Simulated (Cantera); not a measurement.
# Thermodynamics of abatement and gas-phase synthesis, feed CS₂ + H₂

Charge: 1 mol CS₂, 0.034 mol H₂, at 1.70 mbar.

These are equilibrium values from Cantera (NASA tables, ideal gas, pure condensed phases), not measurements of a reactor. Candidate condensed phases: C, C₆H₆, C₇H₈, C₈H₁₈, S; 83 gas species. Gases not in the tables: S₃ to S₇. Rates play no part.

From 677 °C to 1427 °C the condensed part is C(graphite). From 1577 °C to 1727 °C nothing is condensed. The main C-bearing gas is CS₂ at 677 °C and CS at 1727 °C.

```
T (°C)  x CS₂      x CS   x S₂       x S     x H₂     x H₂S       x H  n C(graphite)
------  -----  --------  -----  --------  -------  --------  --------  -------------
677     0.862   5.94e-7  0.104   1.38e-8  0.00793    0.0254   1.20e-9          0.120
827     0.845   2.63e-5  0.122   6.21e-7   0.0191    0.0139   8.67e-8          0.132
977     0.830  0.000463  0.136   1.12e-5   0.0266   0.00627   1.91e-6          0.143
1127    0.814   0.00436  0.148  0.000110   0.0296   0.00287   2.03e-5          0.153
1277    0.785    0.0261  0.155  0.000681   0.0303   0.00141  0.000133          0.150
1427    0.706     0.109  0.150   0.00296   0.0289  0.000713  0.000608          0.107
1577    0.522     0.296  0.141    0.0100   0.0250  0.000355   0.00206              0
1727    0.307     0.432  0.197    0.0342   0.0199  0.000215   0.00556              0
```
x: gas mole fraction; n: condensed amount in mol.
